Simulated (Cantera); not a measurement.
A closed system holds: 1 mol Si, 1.8 mol H2, 3.8 mol HCl, at 877 °C and 13.0 bar.

Cantera equilibrium calculation (NASA polynomials, part measured and part estimated; ideal gas, pure solids and liquids). Candidate condensed phases: Si; 19 gas species. The tables' values for SiCl3 are old estimates; treat these amounts as uncertain. The numbers say what is thermodynamically allowed, not how fast it happens.

Base state: H2 0.750, SiCl4 0.145, SiHCl3 0.0663, HCl 0.0332, SiH2Cl2 0.00381, SiCl3 0.00197, SiCl2 0.000293, SiH3Cl 5.91e-5 (mole fractions); condensed: gas only.

**Question.** What changes in the equilibrium state with this change: pressure from 13.0 bar to 0.150 bar?

**Answer.** 
```
species       before    after
----------  --------  -------
H2             0.750    0.739
SiCl4          0.145    0.145
HCl           0.0332   0.0552
SiHCl3        0.0663   0.0395
SiCl3        0.00197   0.0110
SiCl2       0.000293  0.00909
SiH3Cl       5.91e-5  1.23e-5
Si(s), mol         0   0.0311
```

**Question.** What changes in the equilibrium state with this change: pressure from 13.0 bar to 1.40 bar?

**Answer.** 
| species | before | after |
|---|---|---|
| H2 | 0.750 | 0.748 |
| SiCl4 | 0.145 | 0.143 |
| SiHCl3 | 0.0663 | 0.0616 |
| SiCl3 | 0.00197 | 0.00558 |
| HCl | 0.0332 | 0.0354 |
| SiCl2 | 0.000293 | 0.00237 |
| SiH3Cl | 5.91e-5 | 4.82e-5 |
| SiH2Cl2 | 0.00381 | 0.00332 |
